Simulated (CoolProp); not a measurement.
Properties of n-nonane along the isobar 7.8 MPa.

Values from CoolProp's reference Helmholtz-energy equation of state, Lemmon 2006. It is a short technical equation, of lower accuracy than the large ones.

```csv
T (°C),phase,Z,cp (kJ/(kg K)),speed of sound (m/s),Joule-Thomson coefficient (K/MPa),Prandtl number
166.75,liquid,0.4481,2.764,790.1,-0.2385,5.71
179.05,liquid,…,2.814,…,…,5.46
191.35,liquid,0.4393,2.864,…,-0.1895,5.22
203.65,liquid,0.4359,2.914,683.9,…,4.99
215.95,liquid,0.4332,2.964,649.4,-0.1306,4.77
228.25,liquid,0.4312,3.014,615.3,-0.09619,4.56
240.65,liquid,0.4298,3.064,581.4,-0.05718,4.35
252.95,liquid,0.4292,3.114,548.2,-0.01332,4.15
265.25,liquid,0.4294,3.163,515.5,0.03674,3.95
277.55,liquid,0.4304,3.213,483.4,0.09426,3.75
289.85,liquid,0.4324,3.263,452.0,0.1607,3.56
302.25,liquid,0.4354,…,421.2,0.2384,3.37
314.55,liquid,0.4395,3.362,391.8,0.3279,3.18
326.85,supercritical,0.4449,3.411,363.7,0.4316,2.99
```

**Question.** Some entries are withheld; supply them.

**Answer.** 
- 179.05, Z: 0.4434
- 179.05, speed of sound (m/s): 754.2
- 179.05, Joule-Thomson coefficient (K/MPa): -0.2150
- 191.35, speed of sound (m/s): 718.9
- 203.65, Joule-Thomson coefficient (K/MPa): -0.1615
- 302.25, cp (kJ/(kg K)): 3.313

Viscosity comes from a separate model (Huber 2004). Thermal conductivity comes from a separate model (Huber 2005).
